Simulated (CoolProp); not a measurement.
Vapour-liquid equilibrium of carbon dioxide (1) + isobutane (2) at -19.85 °C; x and y are mole fractions of (1).

The numbers come from the multi-fluid Helmholtz-energy mixture model, Span 1996 and Bücker 2006; pair parameters Kunz 2012 in CoolProp.

```csv
x,bubble pressure (bar),y at the bubble point,dew pressure at overall composition x (bar),liquid density (mol/L)
0.05,2.204,0.670,0.7682,10.58
0.2,6.562,0.893,0.9136,11.39
0.35,10.11,0.934,1.125,12.47
0.5,12.65,0.951,1.462,13.90
0.65,14.58,0.962,2.081,15.79
0.8,16.46,0.974,3.602,18.36
0.95,18.81,0.991,12.46,21.93
```

No azeotrope shows between x = 0.05 and 0.95.

The pair parameters rest on a limited set of measurements; away from them the model extrapolates.
